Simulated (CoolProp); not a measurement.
n-undecane along the isobar 0.693 MPa: density (kg/m³) from the reference equation and from simpler models built on Tc = 638.8 K, pc = 1.990 MPa, ω = 0.539; each cubic takes its own stable root.

Model: reference Helmholtz-energy equation of state, Aleksandrov 2011, in CoolProp. It is a short technical equation, of lower accuracy than the large ones.

```tsv
T (K)	phase	reference	van der Waals	Redlich-Kwong
402.7	liquid	656.7	355.9	520.7
415.9	liquid	646.1	350.5	511.5
429.1	liquid	635.2	344.8	501.8
442.4	liquid	624.1	338.8	491.6
455.6	liquid	612.7	332.6	481.0
468.8	liquid	601.0	325.9	469.8
482	liquid	588.9	318.8	457.9
495.2	liquid	576.2	311.1	445.3
508.5	liquid	562.9	32.95	431.7
521.7	liquid	548.9	31.42	417.1
534.9	liquid	533.9	30.07	401.1
```

At some of these states van der Waals gives the other phase, because its saturation line lies elsewhere.
